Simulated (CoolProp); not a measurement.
Vapour-liquid equilibrium of R143a (1) + R1234yf (2) at 0.632 MPa; x and y are mole fractions of (1).

Computed with CoolProp (multi-fluid Helmholtz-energy mixture model, Lemmon and Jacobsen 2000 and Lemmon 2022; pair parameters Bell 2016).

Problem. Give the bubble temperature and the first vapour's composition at x = 0.125, 0.35, 0.875. Is there an azeotrope?

Solution. x = 0.125: 291.6 K, y = 0.200; x = 0.35: 285.8 K, y = 0.480; x = 0.875: 275.8 K, y = 0.920. No azeotrope shows between x = 0.05 and 0.95.

Pair parameters are fitted to limited data, so mixtures are less certain than the pure fluids.
